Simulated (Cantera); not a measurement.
# Reactions in the system Cr-N-O

Standard-state values (1 bar) from the NASA 1993 polynomials, evaluated with Cantera. Values are per mole of reaction as written; species without (g) are pure solids or liquids, kept so even where they would boil at 1 bar.

NO2(g) + 2 CrO3(g) → Cr2N + 4 O2(g)

```json
[
 {"T (K)": "375", "ΔH° (kJ)": "428.4", "ΔS° (J/K)": "120.0", "ΔG° (kJ)": "383.4", "log10 K": "-53.40"},
 {"T (K)": "475", "ΔH° (kJ)": "430.8", "ΔS° (J/K)": "125.7", "ΔG° (kJ)": "371.1", "log10 K": "-40.81"},
 {"T (K)": "575", "ΔH° (kJ)": "432.6", "ΔS° (J/K)": "129.3", "ΔG° (kJ)": "358.3", "log10 K": "-32.55"},
 {"T (K)": "675", "ΔH° (kJ)": "434.2", "ΔS° (J/K)": "131.8", "ΔG° (kJ)": "345.3", "log10 K": "-26.72"},
 {"T (K)": "775", "ΔH° (kJ)": "435.8", "ΔS° (J/K)": "134.0", "ΔG° (kJ)": "332.0", "log10 K": "-22.37"},
 {"T (K)": "875", "ΔH° (kJ)": "437.4", "ΔS° (J/K)": "136.0", "ΔG° (kJ)": "318.5", "log10 K": "-19.01"},
 {"T (K)": "975", "ΔH° (kJ)": "439.3", "ΔS° (J/K)": "137.9", "ΔG° (kJ)": "304.8", "log10 K": "-16.33"},
 {"T (K)": "1075", "ΔH° (kJ)": "441.3", "ΔS° (J/K)": "139.9", "ΔG° (kJ)": "290.9", "log10 K": "-14.13"},
 {"T (K)": "1175", "ΔH° (kJ)": "443.5", "ΔS° (J/K)": "141.9", "ΔG° (kJ)": "276.8", "log10 K": "-12.30"}
]
```
